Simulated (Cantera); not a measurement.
Feed: 1 mol Al, 4.8 mol HCl, 6.2 mol N2, equilibrated at 673.15 K and 0.00450 bar.

Equilibrium computed with Cantera from the NASA thermochemical tables; the gas is ideal and each condensed phase is pure. Candidate condensed phases: Al, AlCl3, AlN, NH4Cl; 20 gas species. Rates play no part.

Base state: N2 0.593, HCl 0.172, H2 0.143, AlCl3 0.0886, Al2Cl6 0.00349 (mole fractions); condensed: gas only.

Task: What changes in the equilibrium state with this change: temperature from 673.15 K to 1400 K?

Result: 
```
species   before     after
-------  -------  --------
N2         0.593     0.590
HCl        0.172     0.174
H2         0.143     0.141
AlCl3     0.0886    0.0926
Al2Cl6   0.00349   8.14e-8
AlCl2      <1e-9   0.00200
AlCl       <1e-9  0.000505
```
The tables' values for AlCl2 are old estimates; treat these amounts as uncertain.

Task: What changes in the equilibrium state with this change: temperature from 673.15 K to 648 K?

Result: 
| species | before | after |
|---|---|---|
| N2 | 0.593 | 0.595 |
| HCl | 0.172 | 0.173 |
| H2 | 0.143 | 0.144 |
| AlCl3 | 0.0886 | 0.0821 |
| Al2Cl6 | 0.00349 | 0.00691 |
